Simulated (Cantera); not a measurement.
## Adiabatic ignition

An adiabatic, constant-volume homogeneous reactor starts with 4.45 % CH₄, 0.232 % H₂, 20.0 % O₂, 75.3 % N₂, equivalence ratio 0.45, at 1700 K and 101000 Pa.

Computed with Cantera and GRI-Mech 3.0 (53 species, 325 reactions).

| t (s) | T (K) | P (bar) | x CH₄ | x H₂ | x O₂ | x CO₂ | x C₂H₆ | x O | x N₂O |
|---|---|---|---|---|---|---|---|---|---|
| 2.00e-6 | 1700 | 1.01 | 0.0445 | 0.00232 | 0.200 | 1.41e-11 | 2.98e-11 | 1.40e-7 | 4.51e-12 |
| 6.07e-6 | 1700 | 1.01 | 0.0445 | 0.00232 | 0.200 | 3.33e-10 | 1.38e-9 | 1.98e-7 | 2.39e-11 |
| 1.84e-5 | 1700 | 1.01 | 0.0445 | 0.00232 | 0.200 | 7.73e-9 | 5.81e-8 | 3.86e-7 | 1.60e-10 |
| 5.58e-5 | 1700 | 1.01 | 0.0442 | 0.00233 | 0.200 | 4.17e-7 | 3.73e-6 | 1.61e-6 | 1.22e-9 |
| 0.000169 | 2301 | 1.42 | 3.46e-5 | 0.00544 | 0.119 | 0.00733 | 1.10e-10 | 0.0115 | 2.33e-7 |
| 0.000514 | 2647 | 1.60 | <1e-12 | 0.00230 | 0.106 | 0.0369 | <1e-12 | 0.00753 | 1.13e-6 |
| 0.00156 | 2641 | 1.59 | <1e-12 | 0.00225 | 0.103 | 0.0371 | <1e-12 | 0.00717 | 1.14e-6 |
| 0.00473 | 2628 | 1.58 | <1e-12 | 0.00219 | 0.0995 | 0.0374 | <1e-12 | 0.00666 | 1.21e-6 |
| 0.0143 | 2622 | 1.58 | <1e-12 | 0.00215 | 0.0978 | 0.0375 | <1e-12 | 0.00643 | 1.26e-6 |
| 0.0435 | 2622 | 1.58 | <1e-12 | 0.00215 | 0.0977 | 0.0375 | <1e-12 | 0.00642 | 1.26e-6 |
| 0.132 | 2622 | 1.58 | <1e-12 | 0.00215 | 0.0977 | 0.0375 | <1e-12 | 0.00642 | 1.26e-6 |
| 0.400 | 2622 | 1.58 | <1e-12 | 0.00215 | 0.0977 | 0.0375 | <1e-12 | 0.00642 | 1.26e-6 |
x: mole fraction; the columns are a selection and need not sum to one.

* **time of steepest temperature rise**: 0.167 ms
* **temperature at 0.400 s**: 2622 K
* **equilibrium temperature**: 2622 K
* **x(CH₄) at 0.400 s**: <1e-12 (gas-phase equilibrium <1e-12)
* **x(H₂) at 0.400 s**: 0.00215 (gas-phase equilibrium 0.00215)
* **x(O₂) at 0.400 s**: 0.0977 (gas-phase equilibrium 0.0977)
